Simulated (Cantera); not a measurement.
What does this Cantera script print?

```python
import numpy as np
import cantera as ct

gas_names = """
    N NO NO2 NO3 N2 N2O O O2 O3 V VN VO VO2
""".split()
cond_names = """
    V(cr) V(L) VN(s) VO(s) VO(L) V2O3(s) V2O3(L) V2O4(I) V2O4(II) V2O4(L) V2O5(s) V2O5(L)
""".split()


# ... load() reads the species with a 1 bar reference pressure and builds the phases ...
atoms = {
    'V': {'V': 1},
    'N2O': {'N': 2, 'O': 1},
    'N2': {'N': 2},
}
top_T = {'VN(s)': 2300}  # K; cautious upper limits of use, not melting points


# ... equilibrate(T, P, feed) seeds the gas with the atoms and calls Mixture.equilibrate('TP', solver="vcs", rtol=1e-11, max_steps=5000) ...
results = []
T = 1650  # K
P = 1333.22  # Pa
for m in [0.18, 0.26, 0.38, 0.56, 0.82, 1.2, 1.7, 2.5, 3.7, 5.4, 7.9, 12]:
    feed = {'V': 1, 'N2O': m, 'N2': 76}  # mol
    mix = equilibrate(T, P, feed)
    results.append((T, P, feed, dict(zip(mix.species_names, mix.species_moles))))

top = {s: max(r[3][s] / sum(r[3][g] for g in gas_names) for r in results) for s in gas_names}
cols = sorted((s for s in top if top[s] > 1e-05), key=lambda s: -top[s])[:8]
seen = [c for c in cond_names if any(r[3].get(c, 0) > 1e-12 for r in results)]
print("log10 of partial pressures in bar; condensed amounts in mol")
print(f"{'n(N2O)':>10s}" + "".join(f"{s[:9]:>10s}" for s in cols + seen))
for T, P, feed, n in results:
    ng = sum(n[g] for g in gas_names)
    print(f"{feed['N2O']:10.4g}" + "".join(f"{np.log10(max(n[s] / ng * P / 1e5, 1e-99)):10.3f}" for s in cols)
          + "".join(f"{n.get(c, 0):10.4g}" for c in seen))
```

Output:

```
log10 of partial pressures in bar; condensed amounts in mol
    n(N2O)        N2        O2        NO       VO2         O     VN(s)     VO(s)   V2O3(s)  V2O4(II)
      0.18    -1.875   -15.460   -10.899    -8.440   -12.317      0.82    0.1799         0         0
      0.26    -1.875   -15.460   -10.899    -8.440   -12.317      0.74    0.2599         0         0
      0.38    -1.875   -15.460   -10.899    -8.440   -12.317      0.62    0.3799         0         0
      0.56    -1.875   -15.460   -10.899    -8.440   -12.317      0.44    0.5599         0         0
      0.82    -1.875   -15.460   -10.899    -8.440   -12.317      0.18    0.8199         0         0
       1.2    -1.875   -14.078   -10.209    -7.750   -11.626         0    0.6001    0.1999         0
       1.7    -1.875    -5.533    -5.936    -5.613    -7.353         0         0    0.3412    0.1517
       2.5    -1.877    -4.397    -5.369    -5.613    -6.785         0         0         0    0.4928
       3.7    -1.880    -3.865    -5.104    -5.613    -6.519         0         0         0    0.4926
       5.4    -1.884    -3.573    -4.961    -5.613    -6.374         0         0         0    0.4924
       7.9    -1.890    -3.351    -4.853    -5.613    -6.262         0         0         0    0.4921
        12    -1.899    -3.150    -4.757    -5.613    -6.162         0         0         0    0.4915
```

Equilibrium computed with Cantera from the NASA thermochemical tables; the gas is ideal and each condensed phase is pure. Mutual solubility and eutectic melting of coexisting phases are not modelled. VN, VO: taken at fixed stoichiometry. Condensed phases not in the tables: the oxides between V2O3 and V2O5 other than VO2, solid solutions among these carbides, nitrides and lower oxides, V2N.
